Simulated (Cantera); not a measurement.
An isothermal, constant-pressure homogeneous reactor starts with CH4 : CO2 = 1 : 2.5 (molar parts), at 1275 K and 1.18 atm. Integrator tolerance rtol = 1e-08.

Cantera simulation using GRI-Mech 3.0 (53 species, 325 reactions); the numbers are that mechanism's predictions, not measurements.

Task: What does this change do: pressure from 1.18 atm to 14.8 atm?

Result: 
```
quantity                                              before                                    after
------------------  ----------------------------------------  ---------------------------------------
x(CH4) at 30.0 s       0.234 (gas-phase equilibrium 8.35e-6)    0.157 (gas-phase equilibrium 0.00126)
x(CO2) at 30.0 s         0.658 (gas-phase equilibrium 0.150)      0.545 (gas-phase equilibrium 0.151)
x(C2H2) at 30.0 s    0.0169 (gas-phase equilibrium 1.60e-11)   0.0227 (gas-phase equilibrium 2.40e-9)
x(C2H4) at 30.0 s   0.00317 (gas-phase equilibrium 1.84e-11)   0.0283 (gas-phase equilibrium 3.42e-8)
x(CO) at 30.0 s         0.0300 (gas-phase equilibrium 0.487)      0.115 (gas-phase equilibrium 0.486)
x(O) at 30.0 s         <1e-12 (gas-phase equilibrium <1e-12)    <1e-12 (gas-phase equilibrium <1e-12)
x(CH2CO) at 30.0 s  1.14e-6 (gas-phase equilibrium 3.82e-11)  1.04e-5 (gas-phase equilibrium 5.81e-9)
```
The pressure lies above the range GRI-Mech 3.0 was tuned for (to about 10 atm).

Task: What does this change do: pressure from 1.18 atm to 0.326 atm?

Result: 
| quantity | before | after |
|---|---|---|
| x(CH4) at 30.0 s | 0.234 (gas-phase equilibrium 8.35e-6) | 0.263 (gas-phase equilibrium 6.32e-7) |
| x(CO2) at 30.0 s | 0.658 (gas-phase equilibrium 0.150) | 0.694 (gas-phase equilibrium 0.150) |
| x(C2H2) at 30.0 s | 0.0169 (gas-phase equilibrium 1.60e-11) | 0.00791 (gas-phase equilibrium 1.21e-12) |
| x(C2H4) at 30.0 s | 0.00317 (gas-phase equilibrium 1.84e-11) | 0.00104 (gas-phase equilibrium <1e-12) |
| x(CO) at 30.0 s | 0.0300 (gas-phase equilibrium 0.487) | 0.00818 (gas-phase equilibrium 0.487) |
| x(O) at 30.0 s | <1e-12 (gas-phase equilibrium <1e-12) | <1e-12 (gas-phase equilibrium <1e-12) |
| x(CH2CO) at 30.0 s | 1.14e-6 (gas-phase equilibrium 3.82e-11) | 2.62e-7 (gas-phase equilibrium 2.89e-12) |
